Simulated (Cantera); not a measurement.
Feed: 1 mol SiO2, 38 mol HF, 1.1 mol N2, equilibrated at 12.0 Pa.

These are equilibrium values from Cantera (NASA tables, ideal gas, pure condensed phases), not measurements of a reactor. Candidate condensed phases: H2O, Si, SiO2, Si2N2O, Si3N4; 58 gas species. The tables hold silica as quartz up to 1696 K and as liquid above; real silica turns to tridymite and cristobalite and melts near 1996 K. Equilibrium is a limit: real reactors are often held back by kinetics, nucleation or transport.

Question: Which condensed phases are stable at each of these points (T (K)): 975, 1025, 1075, 1125, 1175, 1225, 1275?

Answer: 
| T (K) | condensed phases | Si condensed (%) |
|---|---|---|
| 975 | gas only | 0.0 |
| 1025 | gas only | 0.0 |
| 1075 | gas only | 0.0 |
| 1125 | gas only | 0.0 |
| 1175 | SiO2(β-quartz) | 10.3 |
| 1225 | SiO2(β-quartz) | 21.6 |
| 1275 | SiO2(β-quartz) | 30.9 |

From 975 K to 1125 K nothing is condensed. From 1175 K to 1275 K the condensed part is SiO2(β-quartz).
